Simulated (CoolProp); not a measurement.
R507A along the isotherm 363.3 K: Z from the reference equation and from simpler models built on Tc = 343.8 K, pc = 37.05 bar, ω = 0.286; each cubic takes its own stable root.

The numbers come from the reference Helmholtz-energy equation of state, Lemmon 2003 in CoolProp. It is a pseudo-pure fit of the blend.

```csv
p (bar),phase,reference,Soave-Redlich-Kwong,Peng-Robinson
26.5,gas,0.7533,0.7684,0.7455
52.9,supercritical,0.3562,0.4208,0.3939
79.4,supercritical,0.3397,0.4155,0.3792
106,supercritical,[?],0.4875,0.4422
132,supercritical,0.4827,[?],0.5096
159,supercritical,0.5581,0.6424,0.5803
185,supercritical,0.6299,0.7177,0.6478
212,supercritical,0.7036,0.7949,0.7171
238,supercritical,0.7736,0.8683,0.7830
265,supercritical,0.8454,0.9434,0.8506
291,supercritical,0.9137,1.015,0.9150
318,supercritical,0.9839,1.088,0.9812
344,supercritical,1.051,1.158,[?]
370,supercritical,1.117,1.228,1.107
```

**Question.** Some entries are withheld; supply them.

**Answer.** 
- 106, reference: 0.4100
- 132, Soave-Redlich-Kwong: 0.5634
- 344, Peng-Robinson: 1.044
